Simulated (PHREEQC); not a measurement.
1 kg of water holding 0.028 mol/kgw KCl, 0.0069 mol/kgw NaBr, 0.02 mol/kgw MgBr2, 0.0077 mol/kgw CaSO4 and 0.0065 mol/kgw NaCl is evaporated at 20 °C; the solids stay in contact with the brine. CO2 from the air is kept out. Only these solids could form: Arcanite, Bischofite, Bloedite, Brucite, Carnallite, Epsomite, Glaserite, Glauberite, Gypsum, Anhydrite, Halite, Hexahydrite, Kainite, Kieserite, Leonite, Mirabilite, Misenite, Polyhalite, Portlandite, Schoenite, Sylvite, Syngenite, Thenardite, MgCl2_4H2O.

Equilibrium calculation in PHREEQC: Pitzer model, pitzer.dat.

```json
[
 {"water left (kg)": "1", "ionic strength": "0.132", "water activity": "0.997", "Gypsum (mol)": "0"},
 {"water left (kg)": "0.8219", "ionic strength": "0.161", "water activity": "0.997", "Gypsum (mol)": "0"},
 {"water left (kg)": "0.5552", "ionic strength": "0.238", "water activity": "?", "Gypsum (mol)": "0"},
 {"water left (kg)": "0.4563", "ionic strength": "0.290", "water activity": "0.995", "Gypsum (mol)": "0"},
 {"water left (kg)": "0.3082", "ionic strength": "0.429", "water activity": "0.992", "Gypsum (mol)": "0"},
 {"water left (kg)": "0.2533", "ionic strength": "?", "water activity": "0.990", "Gypsum (mol)": "0"},
 {"water left (kg)": "0.1711", "ionic strength": "0.750", "water activity": "0.986", "Gypsum (mol)": "0.000977"},
 {"water left (kg)": "0.1406", "ionic strength": "?", "water activity": "0.983", "Gypsum (mol)": "0.00175"},
 {"water left (kg)": "0.09491", "ionic strength": "?", "water activity": "0.974", "Gypsum (mol)": "0.00306"},
 {"water left (kg)": "0.07795", "ionic strength": "?", "water activity": "0.968", "Gypsum (mol)": "0.00362"},
 {"water left (kg)": "0.05259", "ionic strength": "2.16", "water activity": "0.951", "Gypsum (mol)": "0.00461"},
 {"water left (kg)": "0.04317", "ionic strength": "2.59", "water activity": "0.939", "Gypsum (mol)": "?"},
 {"water left (kg)": "0.02909", "ionic strength": "3.74", "water activity": "0.903", "Gypsum (mol)": "0.00586"},
 {"water left (kg)": "0.02385", "ionic strength": "?", "water activity": "0.876", "Gypsum (mol)": "0.00622"},
 {"water left (kg)": "0.01603", "ionic strength": "6.54", "water activity": "0.795", "Gypsum (mol)": "0.00685"},
 {"water left (kg)": "0.01312", "ionic strength": "7.91", "water activity": "0.735", "Gypsum (mol)": "0.00710"}
]
```

Q: What belongs in the gaps?

A: 
- 0.5552, water activity: 0.996
- 0.2533, ionic strength: 0.522
- 0.1406, ionic strength: 0.890
- 0.09491, ionic strength: 1.26
- 0.07795, ionic strength: 1.51
- 0.04317, Gypsum (mol): 0.00505
- 0.02385, ionic strength: 4.50
